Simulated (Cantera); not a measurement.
An isothermal, constant-pressure homogeneous reactor starts with H₂ : O₂ : N₂ = 0.54 : 1 : 5.9 (molar parts), equivalence ratio 0.27, at 1100 K and 0.133 bar. Integrator tolerance rtol = 1e-08.

Cantera simulation using the H2/O2 subset of GRI-Mech 3.0, which has no nitrogen chemistry; the numbers are that mechanism's predictions, not measurements. The temperature is held fixed by assumption; the heat of reaction is taken as removed at once.

Q: What does this change do: temperature 1100 to 775 K?

A: 
| quantity | before | after |
|---|---|---|
| x(H₂) at 2.00 s | 1.35e-8 (gas-phase equilibrium 8.57e-10) | 0.0726 (gas-phase equilibrium <1e-12) |
| x(O₂) at 2.00 s | 0.102 (gas-phase equilibrium 0.102) | 0.134 (gas-phase equilibrium 0.102) |
| x(H₂O₂) at 2.00 s | 1.18e-9 (gas-phase equilibrium 7.93e-11) | 8.73e-10 (gas-phase equilibrium <1e-12) |
| x(O) at 2.00 s | 3.58e-8 (gas-phase equilibrium 2.20e-9) | <1e-12 (gas-phase equilibrium <1e-12) |
| x(H₂O) at 2.00 s | 0.0753 (gas-phase equilibrium 0.0753) | 3.36e-9 (gas-phase equilibrium 0.0753) |
| x(H) at 2.00 s | 1.24e-10 (gas-phase equilibrium 2.09e-12) | 1.14e-12 (gas-phase equilibrium <1e-12) |
| x(HO₂) at 2.00 s | 2.69e-9 (gas-phase equilibrium 1.21e-9) | 4.65e-9 (gas-phase equilibrium 2.74e-12) |
Radical loss at walls, strong at low pressure, is not modelled. Below about 950 K walls govern HO2 and H2O2 in real vessels.
